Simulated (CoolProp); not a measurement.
A single-stage vapour-compression cycle with c-C4F8 (RC318): evaporating at 243.15 K (dew point), condensing at 312.15 K (bubble point), superheat 5 K, subcooling 5 K, compressor efficiency 0.75, no pressure losses. Each further row changes one setting.

Computed with CoolProp (reference Helmholtz-energy equation of state, Platzer 1990). This equation is an older, rougher fit; its heat capacities, sound speeds and derivatives of the liquid may be far off and weren't checked against measurements.

```json
[
 {"case": "as stated", "cooling COP": "1.66", "pressure ratio": "14.4", "discharge temperature (K)": "312.2", "refrigerating effect (kJ/kg)": "60.7", "volumetric capacity (kJ/m³)": "199"},
 {"case": "evaporating temperature 248.15 K", "cooling COP": "1.92", "pressure ratio": "11.2", "discharge temperature (K)": "312.2", "refrigerating effect (kJ/kg)": "64.0", "volumetric capacity (kJ/m³)": "266"},
 {"case": "condensing temperature 307.15 K", "cooling COP": "1.91", "pressure ratio": "12.4", "discharge temperature (K)": "307.1", "refrigerating effect (kJ/kg)": "66.3", "volumetric capacity (kJ/m³)": "218"},
 {"case": "subcooling 10 K", "cooling COP": "1.81", "pressure ratio": "14.4", "discharge temperature (K)": "312.2", "refrigerating effect (kJ/kg)": "66.3", "volumetric capacity (kJ/m³)": "218"},
 {"case": "superheat 15 K", "cooling COP": "1.75", "pressure ratio": "14.4", "discharge temperature (K)": "315.9", "refrigerating effect (kJ/kg)": "67.8", "volumetric capacity (kJ/m³)": "213"},
 {"case": "compressor efficiency 0.65", "cooling COP": "1.44", "pressure ratio": "14.4", "discharge temperature (K)": "312.2", "refrigerating effect (kJ/kg)": "60.7", "volumetric capacity (kJ/m³)": "199"}
]
```

The compression ends wet for: as stated; evaporating temperature 248.15 K; condensing temperature 307.15 K; subcooling 10 K; compressor efficiency 0.65.
